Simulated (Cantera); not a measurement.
Input (Python, Cantera):

```python
import numpy as np
import cantera as ct

gas = ct.Solution("gri30.yaml")
gas.TPX = 1473, 170, {'H2': 0.084, 'O2': 1, 'H2O': 0.0024}
inlet = ct.Reservoir(gas, clone=True)

reactor = ct.IdealGasConstPressureReactor(gas, energy="off", clone=False)
exhaust = ct.Reservoir(gas, clone=True)
tau = [26, 11, 4.7, 2, 0.85, 0.36, 0.15, 0.065, 0.028, 0.012, 0.005][0]
for a, b in ((inlet, reactor), (reactor, exhaust)):
    ct.MassFlowController(a, b, mdot=lambda t: reactor.mass / tau)
net = ct.ReactorNet([reactor])
show = ['H2', 'O2', 'OH', 'H2O', 'HO2']

rows = []
print(f"{'tau/s':>10s}{'T/K':>9s}" + "".join(f"{s:>11s}" for s in show))
for tau in [26, 11, 4.7, 2, 0.85, 0.36, 0.15, 0.065, 0.028, 0.012, 0.005]:
    net.initial_time = 0.0
    net.advance(30 * tau)
    before = gas.X
    net.advance(40 * tau)
    drift = np.max(np.abs(gas.X - before) / (gas.X + 1e-9))
    rows.append([gas.T, *gas[show].X, drift])
    print(f"{tau:10.3e}{gas.T:9.1f}" + "".join(f"{x:11.3e}" for x in gas[show].X))
```

Result:

```
     tau/s      T/K         H2         O2         OH        H2O        HO2
 2.600e+01   1473.0  4.691e-04  9.034e-01  5.142e-03  7.843e-02  1.786e-07
 1.100e+01   1473.0  7.422e-04  8.957e-01  6.439e-03  7.652e-02  2.188e-07
 4.700e+00   1473.0  1.082e-03  8.858e-01  7.725e-03  7.406e-02  2.524e-07
 2.000e+00   1473.0  1.431e-03  8.753e-01  8.807e-03  7.142e-02  2.753e-07
 8.500e-01   1473.0  1.719e-03  8.669e-01  9.544e-03  6.924e-02  2.879e-07
 3.600e-01   1473.0  1.948e-03  8.617e-01  9.981e-03  6.779e-02  2.942e-07
 1.500e-01   1473.0  2.213e-03  8.592e-01  1.027e-02  6.682e-02  2.976e-07
 6.500e-02   1473.0  2.663e-03  8.585e-01  1.056e-02  6.592e-02  3.005e-07
 2.800e-02   1473.0  3.629e-03  8.592e-01  1.103e-02  6.448e-02  3.044e-07
 1.200e-02   1473.0  5.765e-03  8.615e-01  1.183e-02  6.170e-02  3.094e-07
 5.000e-03   1473.0  1.060e-02  8.665e-01  1.296e-02  5.614e-02  3.122e-07
```

Cantera simulation using GRI-Mech 3.0 (53 species, 325 reactions); the numbers are that mechanism's predictions, not measurements. Radical loss at walls, strong at low pressure, is not modelled. The temperature is held fixed by assumption; the heat of reaction is taken as removed at once.
